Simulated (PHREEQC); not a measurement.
# Acid rinse or clean: an equilibrium model

Dissolve 0.015 mol HNO3, 0.023 mol FeCl3 and 0.019 mol MnSO4 per kg of water at 20 °C. Closed to the air; pH follows from the charge balance.

Equilibrium calculation in PHREEQC: ion-association model, wateq4f.dat.

Each row changes one thing in this solution. Precipitation was switched off in this run.

```tsv
case	pH	ionic strength (mol/kgw)	Cl- (mol/kgw)
as made	1.93	0.129	0.0638
temperature from 20 to 70 °C	1.88	0.130	0.0631
FeCl3 from 0.023 to 0.0046 mol/kgw	2.02	…	0.0134
FeCl3 replaced by LiCl at the same molality	2.04	…	0.0225
MnSO4 left out	1.82	0.126	0.0610
HNO3 from 0.015 to 0.003 mol/kgw	2.31	0.119	0.0645
HNO3 left out	…	0.119	0.0649
diluted 100-fold with water	3.39	0.00171	0.000689
```

Q: Fill in the missing entries.

A: 
- FeCl3 from 0.023 to 0.0046 mol/kgw, ionic strength (mol/kgw): 0.0724
- FeCl3 replaced by LiCl at the same molality, ionic strength (mol/kgw): 0.0880
- HNO3 left out, pH: 2.43

Species that the database lacks are ignored. Some of these states are supersaturated (in Hematite (slow to form), Goethite (slow to form), Fe(OH)3(a), for instance). At this temperature some constants are extrapolated from 25 °C, and those without enthalpy data are left unchanged.
